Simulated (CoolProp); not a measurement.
The numbers come from the reference Helmholtz-energy equation of state, Lemmon 2006 in CoolProp. It is a short technical equation, of lower accuracy than the large ones.

### Question
For carbonyl sulfide, give the phase and the cp (kJ/(kg K)), cv (kJ/(kg K)), speed of sound (m/s), expansivity (1/kK) at 213.4 K and 39.8 bar; 342.7 K and 39.8 bar.

### Answer
- 213.4 K and 39.8 bar: liquid; cp 1.17, cv 0.711, speed of sound 1100, expansivity 1.70
- 342.7 K and 39.8 bar: liquid; cp 1.74, cv 0.730, speed of sound 449, expansivity 5.90
